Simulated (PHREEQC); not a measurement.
## Spent oxide etchant (model solution)

Dissolve 0.0025 mol/kgw HF and 0.094 mol/kgw (NH4)2SiF6 at 25 °C. Closed to the air; pH follows from the charge balance.

All values are PHREEQC results (ion-association model, phreeqc.dat), not measurements.

Each row changes one thing in this solution. No solid was allowed to form.

| case | pH | ionic strength (mol/kgw) | HF (mol/kgw) | F- (mol/kgw) | H4SiO4 (mol/kgw) | HF2- (mol/kgw) | SI of Chalcedony (SiO2) |
|---|---|---|---|---|---|---|---|
| as made | 2.92 | 0.283 | 0.00269 | 0.00236 | 0.000434 | 2.40e-5 | +0.22 |
| diluted 5-fold with water | 3.11 | 0.0567 | 0.00196 | 0.00211 | 0.000600 | 1.58e-5 | +0.34 |
| temperature from 25 to 45 °C | 2.97 | 0.282 | 0.00447 | 0.00303 | 0.000851 | 5.70e-5 | +0.30 |
| (NH4)2SiF6 from 0.094 to 0.047 mol/kgw | 2.94 | 0.142 | 0.00261 | 0.00215 | 0.000383 | 2.14e-5 | +0.15 |
| HF replaced by HBF4 at the same molality | 2.67 | 0.284 | 0.00326 | 0.00159 | 0.000445 | 1.96e-5 | +0.23 |
| HF from 0.0025 to 0.00125 mol/kgw | 3.00 | 0.283 | 0.00240 | 0.00249 | 0.000615 | 2.26e-5 | +0.37 |
| temperature from 25 to 75 °C | 3.11 | 0.281 | 0.00913 | 0.00475 | 0.00196 | 0.000185 | +0.38 |
| (NH4)2SiF6 from 0.094 to 0.103 mol/kgw | 2.92 | 0.310 | 0.00269 | 0.00239 | 0.000440 | 2.43e-5 | +0.23 |
| temperature from 25 to 50 °C | 2.98 | 0.282 | 0.00505 | 0.00324 | 0.000989 | 6.99e-5 | +0.31 |

Some of these states are supersaturated (in Quartz (slow to form), Chalcedony (slow to form), for instance). At this temperature some constants are extrapolated from 25 °C, and those without enthalpy data are left unchanged. SiF6-2 is the database's only silicon fluoride. Real BF4- forms and hydrolyses slowly; the run takes it at equilibrium.
